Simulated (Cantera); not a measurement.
A perfectly stirred reactor is fed with C₂H₆ : H₂ = 1 : 2.4 (molar parts), at 20.0 Torr; it is held at 1425 K, and followed from long to short residence time.

Cantera simulation using GRI-Mech 3.0 (53 species, 325 reactions); the numbers are that mechanism's predictions, not measurements. GRI-Mech 3.0 stops at C3 and has no aromatics, soot or wall deposition, so with more carbon than oxygen in the feed, carbon stays in small species such as C2H2 where larger ones or solid carbon would form. Radical loss at walls, strong at low pressure, is not modelled.

Problem. Predict: x(C₂H₆) at τ = 7.90 s; x(H₂) at τ = 7.90 s; x(C₂H₂) at τ = 7.90 s; x(H) at τ = 7.90 s; x(CH₄) at τ = 7.90 s; x(C₂H₆) at τ = 0.110 s; x(H₂) at τ = 0.110 s; x(C₂H₂) at τ = 0.110 s; x(H) at τ = 0.110 s; x(CH₄) at τ = 0.110 s.

Solution. 
| Quantity | Value |
|---|---|
| x(C₂H₆) at τ = 7.90 s | 0.000157 |
| x(H₂) at τ = 7.90 s | 0.770 |
| x(C₂H₂) at τ = 7.90 s | 0.162 |
| x(H) at τ = 7.90 s | 9.65e-5 |
| x(CH₄) at τ = 7.90 s | 0.0638 |
| x(C₂H₆) at τ = 0.110 s | 0.00507 |
| x(H₂) at τ = 0.110 s | 0.720 |
| x(C₂H₂) at τ = 0.110 s | 0.113 |
| x(H) at τ = 0.110 s | 0.000227 |
| x(CH₄) at τ = 0.110 s | 0.125 |
